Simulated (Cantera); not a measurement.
Cantera run, input and output.

```python
import numpy as np
import cantera as ct

gas = ct.Solution("gri30.yaml")


def delay(T, t_max=10):
    gas.TPX = T, 1000000, {'C3H8': 1, 'O2': 4.17, 'N2': 15.7}
    reactor = ct.IdealGasConstPressureReactor(gas, clone=False)
    net = ct.ReactorNet([reactor])
    net.rtol, net.atol = 1e-8, 1e-16
    while net.time < t_max:
        t_old, T_old = net.time, reactor.T
        net.step()
        if reactor.T > T + 400:  # ignition: a rise of 400 K
            return t_old + (T + 400 - T_old) / (reactor.T - T_old) * (net.time - t_old)
    return np.nan


taus = []
for T in [1150, 1225, 1300, 1375, 1450, 1525]:
    taus.append(delay(T))
    print(f"T0 = {T:6g} K   tau = {taus[-1]:.4e} s")
```

It prints:

```
T0 =   1150 K   tau = 4.3223e-03 s
T0 =   1225 K   tau = 1.1002e-03 s
T0 =   1300 K   tau = 3.0568e-04 s
T0 =   1375 K   tau = 9.7149e-05 s
T0 =   1450 K   tau = 3.6133e-05 s
T0 =   1525 K   tau = 1.5715e-05 s
```

Cantera simulation using GRI-Mech 3.0 (53 species, 325 reactions); the numbers are that mechanism's predictions, not measurements. GRI-Mech 3.0 was tuned for natural gas; its chemistry of propane as a main component is partial and can be far from experiment.
